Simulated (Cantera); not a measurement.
A perfectly stirred reactor is fed with H2 : O2 : N2 = 1 : 0.333 : 1.25 (molar parts), equivalence ratio 1.5, at 18.0 bar; it is adiabatic with a 525 K inlet, and is followed from long to short residence time, starting on the burning branch (τ in s: 0.11, 0.046, 0.02, 0.0085, 0.0036, 0.0016, 0.00067, 0.00029, 0.00012, 5.3e-05).

Cantera simulation using the H2/O2 subset of GRI-Mech 3.0, which has no nitrogen chemistry; the numbers are that mechanism's predictions, not measurements. The hydrogen kinetics of GRI-Mech 3.0 are dated; newer H2 mechanisms differ, most at raised pressure. The pressure lies above the range GRI-Mech 3.0 was tuned for (to about 10 atm).

One state of this run: T (K) = 2424; x H2 = 0.148; x O2 = 0.000177; x HO2 = 2.62e-7; x OH = 0.00117; x H = 0.00309. x: mole fraction; the columns are a selection and need not sum to one.

Problem. Which value of τ (s) does it belong to?
A) 0.00012
B) 5.3e-5
C) 0.0016
D) 0.00067

Solution. D, 0.00067
